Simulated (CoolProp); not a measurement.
Model: reference Helmholtz-energy equation of state, Lemmon 2006, in CoolProp. It is a short technical equation, of lower accuracy than the large ones.

### Question
Give the vapour pressure (kPa), vapour Z, surface tension (mN/m), liquid viscosity (µPa s) of saturated R142b at 321.5, 341.6 K.

### Answer
| T (K) | p (kPa) | vapour Z | surface tension (mN/m) | liquid viscosity (µPa s) |
|---|---|---|---|---|
| 321.5 | 654 | 0.854 | 8.56 | 180 |
| 341.6 | 1070 | 0.795 | 6.23 | 145 |

Viscosity comes from a separate model (Huber 2003), an estimate that may be off by 10 % or more. Surface tension comes from a separate correlation (Mulero 2012).
